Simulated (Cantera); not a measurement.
Input (Python, Cantera):

```python
import numpy as np
import cantera as ct

gas = ct.Solution("h2o2.yaml")
gas.TPX = 1050, 2666, {'H2': 0.15, 'O2': 1}
reactor = ct.IdealGasConstPressureReactor(gas, energy="off", clone=False)
net = ct.ReactorNet([reactor])
net.rtol, net.atol = 1e-08, 1e-18
show = ['H2', 'O2', 'HO2', 'H2O2', 'H', 'OH', 'H2O']
times = np.geomspace(0.0004, 4, 14)

steps = ct.SolutionArray(gas, extra=["t"])
rows = []
print(f"{'t/s':>10s}{'T/K':>9s}{'P/Pa':>11s}" + "".join(f"{s:>11s}" for s in show))
for t in times:
    while net.time < t:
        t_next = net.step()
        steps.append(gas.state, t=t_next)
    rows.append([np.interp(t, steps.t, y) for y in (steps.T, steps.P, *steps(*show).X.T)])
    print(f"{t:10.3e}{rows[-1][0]:9.1f}{rows[-1][1]:11.4g}" + "".join(f"{x:11.3e}" for x in rows[-1][2:]))
rate = np.gradient(steps.T, steps.t)
print("integrator steps:", len(steps.t))
if steps.T.max() > steps.T[0] + 200:
    print(f"time of steepest temperature rise: {steps.t[rate.argmax()]:.4e} s")
gas.TPX = 1050, 2666, {'H2': 0.15, 'O2': 1}
gas.equilibrate("TP")
print(f"equilibrium (TP): T = {gas.T:.1f} K  " + "  ".join(f"{s} {gas[s].X[0]:.3e}" for s in show))
```

Result:

```
       t/s      T/K       P/Pa         H2         O2        HO2       H2O2          H         OH        H2O
 4.000e-04   1050.0       2666  1.304e-01  8.696e-01  4.504e-09  3.549e-12  4.844e-08  1.822e-08  8.494e-08
 8.124e-04   1050.0       2666  1.304e-01  8.696e-01  2.336e-07  1.014e-10  8.533e-06  3.218e-06  1.557e-05
 1.650e-03   1050.0       2666  4.736e-02  8.267e-01  1.741e-05  9.497e-07  3.461e-02  6.526e-03  6.293e-02
 3.351e-03   1050.0       2666  3.733e-03  8.312e-01  2.136e-05  5.874e-07  1.664e-02  3.688e-03  1.219e-01
 6.805e-03   1050.0       2666  1.115e-03  8.523e-01  1.749e-05  6.188e-07  2.420e-03  1.816e-03  1.354e-01
 1.382e-02   1050.0       2666  2.456e-04  8.586e-01  9.909e-06  5.143e-07  2.216e-04  7.720e-04  1.386e-01
 2.807e-02   1050.0       2666  5.201e-05  8.600e-01  4.157e-06  3.490e-07  2.120e-05  3.487e-04  1.393e-01
 5.700e-02   1050.0       2666  1.167e-05  8.603e-01  1.474e-06  2.022e-07  2.507e-06  1.721e-04  1.394e-01
 1.158e-01   1050.0       2666  2.920e-06  8.604e-01  5.102e-07  1.086e-07  3.796e-07  9.224e-05  1.395e-01
 2.351e-01   1050.0       2666  8.418e-07  8.604e-01  1.873e-07  5.701e-08  7.201e-08  5.312e-05  1.395e-01
 4.775e-01   1050.0       2666  2.812e-07  8.604e-01  7.423e-08  2.978e-08  1.631e-08  3.239e-05  1.395e-01
 9.698e-01   1050.0       2666  1.057e-07  8.605e-01  3.141e-08  1.552e-08  4.193e-09  2.058e-05  1.395e-01
 1.970e+00   1050.0       2666  4.321e-08  8.605e-01  1.404e-08  8.040e-09  1.177e-09  1.347e-05  1.395e-01
 4.000e+00   1050.0       2666  1.869e-08  8.605e-01  6.657e-09  4.132e-09  3.512e-10  8.995e-06  1.395e-01
integrator steps: 1730
equilibrium (TP): T = 1050.0 K  H2 3.354e-10  O2 8.605e-01  HO2 2.742e-09  H2O2 1.095e-10  H 9.158e-13  OH 1.217e-06  H2O 1.395e-01
```

Computed with Cantera and the H2/O2 subset of GRI-Mech 3.0, which has no nitrogen chemistry. Radical loss at walls, strong at low pressure, is not modelled. The temperature is held fixed by assumption; the heat of reaction is taken as removed at once.
